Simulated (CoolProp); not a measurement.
A single-stage vapour-compression cycle with n-perfluorobutane: evaporating at 266.15 K (dew point), condensing at 288.15 K (bubble point), superheat 8 K, subcooling 8 K, compressor efficiency 0.9, no pressure losses. Each further row changes one setting.

The numbers come from the reference Helmholtz-energy equation of state, Gao 2022 in CoolProp.

| case | cooling COP | pressure ratio | discharge temperature (K) | refrigerating effect (kJ/kg) | volumetric capacity (kJ/m³) |
|---|---|---|---|---|---|
| as stated | 10.5 | 2.32 | 288.1 | 90.4 | 809 |
| evaporating temperature 271.15 K | (withheld) | 1.89 | (withheld) | 94.3 | 1030 |
| condensing temperature 283.15 K | 14.1 | 1.94 | 283.5 | 95.9 | 859 |
| subcooling 13 K | (withheld) | 2.32 | 288.1 | 95.9 | 859 |
| superheat 18 K | 11.0 | 2.32 | 296.2 | (withheld) | 850 |
| compressor efficiency 0.8 | 9.34 | 2.32 | 288.1 | 90.4 | 809 |

### Question
What belongs in the gaps?

### Answer

- evaporating temperature 271.15 K, cooling COP: 14.4
- evaporating temperature 271.15 K, discharge temperature (K): 288.3
- subcooling 13 K, cooling COP: 11.2
- superheat 18 K, refrigerating effect (kJ/kg): 98.8

The compression ends wet for: as stated; subcooling 13 K; compressor efficiency 0.8.
